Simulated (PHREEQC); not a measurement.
## Leach liquor

A solution holds 59 mmol/kgw H2SO4 and 45 mmol/kgw FeSO4, at 25 °C. Closed to the air; pH follows from the charge balance.

Computed with PHREEQC (ion-association model, phreeqc.dat).

Each row changes one thing in this solution. This is a speciation only: nothing precipitates in the calculation.

```json
[
 {"case": "as made", "pH": "1.34", "ionic strength (mol/kgw)": "0.169", "HSO4- (mol/kgw)": "0.0548", "SO4-2 (mol/kgw)": "0.0296", "Fe+2 (mol/kgw)": "0.0255", "FeSO4 (mol/kgw)": "0.0138", "SI of Melanterite (FeSO4:7H2O)": "-1.89"},
 {"case": "diluted 5-fold with water", "pH": "1.87", "ionic strength (mol/kgw)": "0.0445", "HSO4- (mol/kgw)": "0.00769", "SO4-2 (mol/kgw)": "0.0102", "Fe+2 (mol/kgw)": "0.00611", "FeSO4 (mol/kgw)": "0.00261", "SI of Melanterite (FeSO4:7H2O)": "-2.62"},
 {"case": "H2SO4 left out", "pH": "5.89", "ionic strength (mol/kgw)": "0.108", "HSO4- (mol/kgw)": "1.58e-6", "SO4-2 (mol/kgw)": "0.0270", "Fe+2 (mol/kgw)": "0.0270", "FeSO4 (mol/kgw)": "0.0180", "SI of Melanterite (FeSO4:7H2O)": "-1.78"},
 {"case": "FeSO4 from 0.045 to 0.0045 mol/kgw", "pH": "1.23", "ionic strength (mol/kgw)": "0.0971", "HSO4- (mol/kgw)": "0.0454", "SO4-2 (mol/kgw)": "0.0163", "Fe+2 (mol/kgw)": "0.00272", "FeSO4 (mol/kgw)": "0.00118", "SI of Melanterite (FeSO4:7H2O)": "-2.97"},
 {"case": "FeSO4 from 0.045 to 0.0405 mol/kgw", "pH": "1.32", "ionic strength (mol/kgw)": "0.161", "HSO4- (mol/kgw)": "0.0540", "SO4-2 (mol/kgw)": "0.0280", "Fe+2 (mol/kgw)": "0.0231", "FeSO4 (mol/kgw)": "0.0122", "SI of Melanterite (FeSO4:7H2O)": "-1.95"},
 {"case": "0.057 mol/kgw KOH added", "pH": "1.71", "ionic strength (mol/kgw)": "0.197", "HSO4- (mol/kgw)": "0.0335", "SO4-2 (mol/kgw)": "0.0450", "Fe+2 (mol/kgw)": "0.0240", "FeSO4 (mol/kgw)": "0.0178", "SI of Melanterite (FeSO4:7H2O)": "-1.78"}
]
```
